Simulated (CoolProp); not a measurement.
Aqueous potassium acetate as a coolant, 41 % by mass, freezing at -44.2 °C, 1 atm.

Computed with CoolProp (Melinder's fits for secondary coolants).

```
T (°C)  conductivity (W/(m K))  cp (kJ/(kg K))  density (kg/m³)  Prandtl number
------  ----------------------  --------------  ---------------  --------------
-40.4                    0.403           2.780                …             535
-34.5                    0.409           2.795             1242               …
-28.5                    0.415           2.811             1241             210
-22.6                    0.422               …             1239             142
-16.6                    0.428           2.840             1237            99.0
-10.7                    0.434           2.855                …            72.3
-4.8                     0.441           2.870             1232            54.6
1.2                          …           2.885             1230            42.4
7.1                      0.453           2.899             1227            33.9
13.1                     0.460           2.915                …            27.7
19                       0.466           2.930             1221            23.1
24.9                     0.472           2.945             1218            19.6
30.9                     0.479           2.961             1215            16.7
36.8                     0.485               …             1212               …
```

Problem. Fill in the missing entries.

Solution. 
- -40.4, density (kg/m³): 1244
- -34.5, Prandtl number: 328
- -22.6, cp (kJ/(kg K)): 2.825
- -10.7, density (kg/m³): 1235
- 1.2, conductivity (W/(m K)): 0.447
- 13.1, density (kg/m³): 1224
- 36.8, cp (kJ/(kg K)): 2.978
- 36.8, Prandtl number: 14.5
